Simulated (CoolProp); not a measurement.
Vapour-liquid equilibrium of R22 (1) + c-C4F8 (RC318) (2) at 1.08 MPa; x and y are mole fractions of (1).

The numbers come from the multi-fluid Helmholtz-energy mixture model, Kamei 1995 and Platzer 1990; pair parameters Bell 2016 in CoolProp. This equation is an older, rougher fit; its heat capacities, sound speeds and derivatives of the liquid may be far off and weren't checked against measurements.

```
x     bubble temperature, mixture model (K)  bubble temperature, Raoult's law (K)  y, mixture model  y, Raoult's law
----  -------------------------------------  ------------------------------------  ----------------  ---------------
0.05                                  341.4                                 339.9             0.085            0.130
0.2                                   331.0                                 330.3             0.381            0.422
0.35                                  319.1                                 322.4             0.624            0.618
0.5                                   310.3                                 315.7             0.762            0.755
0.65                                  305.1                                 310.0             0.837            0.854
0.8                                   302.0                                 305.1             0.892            0.928
0.95                                  299.9                                 300.7             0.963            0.984
```

The largest gap from Raoult's law is -5.4 K in bubble temperature, at x = 0.5. No azeotrope shows between x = 0.05 and 0.95.

Pair parameters are fitted to limited data, so mixtures are less certain than the pure fluids. The gap from Raoult's law changes sign with composition, which may be real or a fault of the pair parameters; it wasn't checked against measurements.
